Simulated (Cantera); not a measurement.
An isothermal, constant-pressure homogeneous reactor starts with CH4 : H2O : H2 = 1 : 1.2 : 0.48 (molar parts), at 1325 K and 5.00 bar. Integrator tolerance rtol = 1e-08.

Cantera simulation using GRI-Mech 3.0 (53 species, 325 reactions); the numbers are that mechanism's predictions, not measurements.

Task: What does this change do: temperature 1325 to 2000 K?

Result: 
| quantity | before | after |
|---|---|---|
| x(CH4) at 90.0 s | 0.306 (gas-phase equilibrium 0.00254) | 2.30e-6 (gas-phase equilibrium 2.66e-6) |
| x(H2O) at 90.0 s | 0.400 (gas-phase equilibrium 0.0396) | 0.0402 (gas-phase equilibrium 0.0402) |
| x(H2) at 90.0 s | 0.262 (gas-phase equilibrium 0.746) | 0.746 (gas-phase equilibrium 0.746) |
| x(HCO) at 90.0 s | 6.57e-11 (gas-phase equilibrium 2.32e-9) | 2.38e-7 (gas-phase equilibrium 2.38e-7) |
| x(O) at 90.0 s | <1e-12 (gas-phase equilibrium <1e-12) | 2.11e-9 (gas-phase equilibrium 2.11e-9) |
| x(HO2) at 90.0 s | <1e-12 (gas-phase equilibrium <1e-12) | <1e-12 (gas-phase equilibrium <1e-12) |
| x(C2H6) at 90.0 s | 0.000550 (gas-phase equilibrium 1.35e-8) | <1e-12 (gas-phase equilibrium <1e-12) |
